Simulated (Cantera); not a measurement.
An adiabatic, constant-volume homogeneous reactor starts with 48.0 % H2, 10.9 % O2, 41.1 % N2, equivalence ratio 2.2, at 1773 K and 10500 Torr.

Detailed kinetics in Cantera: GRI-Mech 3.0 (53 species, 325 reactions). The hydrogen kinetics of GRI-Mech 3.0 are dated; newer H2 mechanisms differ, most at raised pressure. The pressure lies above the range GRI-Mech 3.0 was tuned for (to about 10 atm). Above 3000 K some thermodynamic fits are extrapolated.

### Question
Predict: time of steepest temperature rise; temperature at 0.100 s; equilibrium temperature; x(H2) at 0.100 s; x(O2) at 0.100 s; x(NO) at 0.100 s; x(H2O) at 0.100 s; x(OH) at 0.100 s; x(O) at 0.100 s; x(N2O) at 0.100 s.

### Answer
| Item | Result |
|---|---|
| time of steepest temperature rise | 0.497 µs |
| temperature at 0.100 s | 3245 K |
| equilibrium temperature | 3245 K |
| x(H2) at 0.100 s | 0.278 (gas-phase equilibrium 0.278) |
| x(O2) at 0.100 s | 0.000260 (gas-phase equilibrium 0.000260) |
| x(NO) at 0.100 s | 0.00167 (gas-phase equilibrium 0.00167) |
| x(H2O) at 0.100 s | 0.225 (gas-phase equilibrium 0.225) |
| x(OH) at 0.100 s | 0.0111 (gas-phase equilibrium 0.0111) |
| x(O) at 0.100 s | 0.000825 (gas-phase equilibrium 0.000825) |
| x(N2O) at 0.100 s | 3.51e-7 (gas-phase equilibrium 3.51e-7) |
